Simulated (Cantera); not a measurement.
What does this Cantera script print?

```python
import numpy as np
import cantera as ct

gas_names = """
    C CN CO CO2 C2 CCN CNC C2N2 C2O C3 C3O2 C4 C4N2 C5 Fe FeC5O5 FeO N NCO NO NO2 NO3 N2 N2O O O2 O3
""".split()
cond_names = """
    C(gr) Fe(a) Fe(c) Fe(d) Fe(L) FeC5O5(L) FeO(s) FeO(L) Fe2O3(s) Fe3O4(s)
""".split()


# ... load() reads the species with a 1 bar reference pressure and builds the phases ...
atoms = {
    'Fe2O3': {'Fe': 2, 'O': 3},
    'C': {'C': 1},
    'N2': {'N': 2},
}
top_T = {'C(gr)': 4500, 'Fe2O3(s)': 1830, 'Fe3O4(s)': 1870}  # K; cautious upper limits of use, not melting points


# ... equilibrate(T, P, feed) seeds the gas with the atoms and calls Mixture.equilibrate('TP', solver="vcs", rtol=1e-11, max_steps=5000) ...
results = []
feed = {'Fe2O3': 1, 'C': 7.4, 'N2': 13}  # mol
T = 2425  # K
P = 21  # Pa
mix = equilibrate(T, P, feed)
results.append((T, P, feed, dict(zip(mix.species_names, mix.species_moles))))
x = sorted(zip(gas.X, gas.species_names), reverse=True)
print(f"T = {T:g} K  P = {P:g} Pa  gas = {mix.phase_moles(0):.4g} mol")
print("   x: " + "  ".join(f"{s} {v:.3e}" for v, s in x if v > 1e-06))
print("   condensed (mol): " + ("  ".join(f"{mix.phase(i).name} {mix.phase_moles(i):.4g}"
      for i in range(1, mix.n_phases) if mix.phase_moles(i) > 1e-12) or "none"))
```

Output:

```
T = 2425 K  P = 21 Pa  gas = 18.05 mol
   x: N2 7.187e-01  CO 1.662e-01  Fe 1.108e-01  CN 3.171e-03  C3 7.099e-04  C 2.737e-04  C2 6.450e-05  C2N2 3.510e-05  N 8.356e-06  C5 1.509e-06
   condensed (mol): C(gr) 4.296
```

These are equilibrium values from Cantera (NASA tables, ideal gas, pure condensed phases), not measurements of a reactor.
